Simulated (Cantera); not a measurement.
Source: NASA polynomial tables (part measured, part estimated), evaluated in Cantera. Values are per mole of reaction as written; species without (g) are pure solids or liquids, kept so even where they would boil at 1 bar.

N₂(g) + 2 Cr₂O₃ → 2 Cr₂N + 6 O(g), with ΔH° = 3514.1 kJ and ΔS° = 744.9 J/K at 300 K.

Q: How far is the shortcut ΔG° ≈ ΔH°(300 K) − T·ΔS°(300 K) from the full temperature-dependent value at 400, 550, 700, 850, 1000, 1150, 1300, 1450 K?

A: 
```json
[
 {"T (K)": "400", "shortcut (kJ)": "3216.2", "full (kJ)": "3216.1", "difference (kJ)": "0.0", "difference in log10 K": "0.00"},
 {"T (K)": "550", "shortcut (kJ)": "3104.4", "full (kJ)": "3103.7", "difference (kJ)": "0.8", "difference in log10 K": "-0.07"},
 {"T (K)": "700", "shortcut (kJ)": "2992.7", "full (kJ)": "2990.4", "difference (kJ)": "2.3", "difference in log10 K": "-0.17"},
 {"T (K)": "850", "shortcut (kJ)": "2880.9", "full (kJ)": "2876.7", "difference (kJ)": "4.3", "difference in log10 K": "-0.26"},
 {"T (K)": "1000", "shortcut (kJ)": "2769.2", "full (kJ)": "2762.5", "difference (kJ)": "6.7", "difference in log10 K": "-0.35"},
 {"T (K)": "1150", "shortcut (kJ)": "2657.5", "full (kJ)": "2647.9", "difference (kJ)": "9.6", "difference in log10 K": "-0.44"},
 {"T (K)": "1300", "shortcut (kJ)": "2545.7", "full (kJ)": "2532.8", "difference (kJ)": "12.9", "difference in log10 K": "-0.52"},
 {"T (K)": "1450", "shortcut (kJ)": "2434.0", "full (kJ)": "2417.2", "difference (kJ)": "16.8", "difference in log10 K": "-0.60"}
]
```
The shortcut ignores the heat-capacity change of the reaction.
